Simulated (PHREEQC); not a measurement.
Na3PO4 is added in steps, without added water, to 1 kg of water holding 0.0013 mol Cu(BF4)2 and 0.0037 mol H2SO4, at 25 °C. Oxygen is held at 0.21 atm. CO2 is held at log p = -1 (atm). Solids allowed: Cu(OH)2, Malachite, Brochantite, Antlerite, Cu3(PO4)2:3H2O, Mirabilite, Chalcanthite, Nahcolite, Natron, CuF2:2H2O. Others were left out.

Base run: PHREEQC, ion-association model, wateq4f.dat. Each further column changes one thing. The table gives pH.

```
Na3PO4 added (mol)  base  Debye-Hückel limiting law  Davies equation for every ion  all activity coefficients set to 1  metal-ligand complexes left out
------------------  ----  -------------------------  -----------------------------  ----------------------------------  -------------------------------
0                   2.27                       2.28                           2.27                                2.25                             2.27
0.003875            3.19                       3.19                           3.20                                3.23                             3.20
0.00775             4.71                       4.74                           4.72                                4.67                             4.66
0.01162             6.35                       6.31                           6.35                                6.45                             6.35
0.0155              6.63                       6.58                           6.63                                6.76                             6.64
0.01937             6.81                       6.75                           6.81                                6.94                             6.82
0.02325             6.93                       6.86                           6.93                                7.07                             6.94
0.02712             7.02                       6.94                           7.01                                7.16                             7.03
0.031               7.09                       7.00                           7.09                                7.23                             7.10
```

H3PO4, which wateq4f.dat lacks, is added to it with the constant of phreeqc.dat. Real BF4- forms and hydrolyses slowly; the run takes it at equilibrium. The database has no phosphate complexes of Cu. The database's constant for dissolved Cu(OH)2 is higher than later reviews accept.
